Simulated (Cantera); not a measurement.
Feed: 1 mol BaF2, 0.038 mol O2, 0.99 mol N2, equilibrated at 3.38 Torr.

Method: chemical equilibrium by Gibbs-energy minimisation in Cantera with the NASA 1993 tables (ideal gas, pure condensed phases). Candidate condensed phases: Ba, BaF2, BaO; 20 gas species. Kinetics and transport are ignored. All values below are at 2048 K.

Base state: BaF2 0.492, N2 0.487, O2 0.0168, NO 0.00194, O 0.00185, F 0.000425, BaF 0.000425 (mole fractions); condensed: gas only.

Problem. What changes in the equilibrium state with this change: O2 from 0.038 to 5.6 mol?

Solution. 
```
species    before     after
-------  --------  --------
O2         0.0168     0.724
BaF2        0.492     0.131
N2          0.487     0.126
O         0.00185    0.0122
NO        0.00194   0.00648
BaF      0.000425  0.000219
```
